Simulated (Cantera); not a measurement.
Thermodynamics of roasting and sulfation, feed FeS2 + SO2 + CO2

Charge: 1 mol FeS2, 0.66 mol SO2, a varied amount of CO2, held at 1075 K and 75.0 Torr.

Equilibrium computed with Cantera from the NASA thermochemical tables; the gas is ideal and each condensed phase is pure. Candidate condensed phases: C, Fe, Fe(CO)5, FeO, FeS, FeSO4, FeS2, Fe2O3, Fe2(SO4)3, Fe3O4, S; 25 gas species. FeS: taken at fixed stoichiometry. Gases not in the tables: S3 to S7. Rates play no part.

From 0.096 mol CO2 to 3.5 mol CO2 the condensed part is FeS(s).

```tsv
n(CO2) (mol)	x CO2	x SO2	x S2	x S2O	x CO	x COS	n FeS(s)
0.096	0.0756	0.522	0.390	0.0113	0.000723	0.000288	1.00
0.14	0.107	0.504	0.377	0.0108	0.00103	0.000402	1.00
0.21	0.152	0.479	0.357	0.0101	0.00148	0.000563	1.00
0.32	0.214	0.444	0.330	0.00921	0.00212	0.000778	1.00
0.47	0.285	0.403	0.300	0.00816	0.00290	0.00101	1.00
0.71	0.375	0.352	0.261	0.00687	0.00394	0.00128	1.00
1.1	0.480	0.293	0.215	0.00542	0.00527	0.00156	1.00
1.6	0.571	0.241	0.175	0.00421	0.00657	0.00175	1.00
2.3	0.654	0.194	0.139	0.00317	0.00792	0.00188	1.00
3.5	0.739	0.146	0.102	0.00218	0.00953	0.00194	1.00
```
x: gas mole fraction; n: condensed amount in mol.
